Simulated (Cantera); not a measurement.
Cantera run, input and output.

```python
import numpy as np
import cantera as ct

gas = ct.Solution("gri30.yaml")


def delay(T, t_max=10):
    gas.TPX = T, 140000, {'CH4': 1, 'H2': 0.063, 'O2': 4.72, 'N2': 17.8}
    reactor = ct.IdealGasReactor(gas, clone=False)
    net = ct.ReactorNet([reactor])
    net.rtol, net.atol = 1e-8, 1e-16
    while net.time < t_max:
        t_old, T_old = net.time, reactor.T
        net.step()
        if reactor.T > T + 400:  # ignition: a rise of 400 K
            return t_old + (T + 400 - T_old) / (reactor.T - T_old) * (net.time - t_old)
    return np.nan


taus = []
for T in [1075, 1125, 1175, 1225, 1275, 1325]:
    taus.append(delay(T))
    print(f"T0 = {T:6g} K   tau = {taus[-1]:.4e} s")
```

Result:

```
T0 =   1075 K   tau = 5.1953e-02 s
T0 =   1125 K   tau = 2.8199e-02 s
T0 =   1175 K   tau = 1.5271e-02 s
T0 =   1225 K   tau = 8.3416e-03 s
T0 =   1275 K   tau = 4.6455e-03 s
T0 =   1325 K   tau = 2.6593e-03 s
```

Detailed kinetics in Cantera: GRI-Mech 3.0 (53 species, 325 reactions).
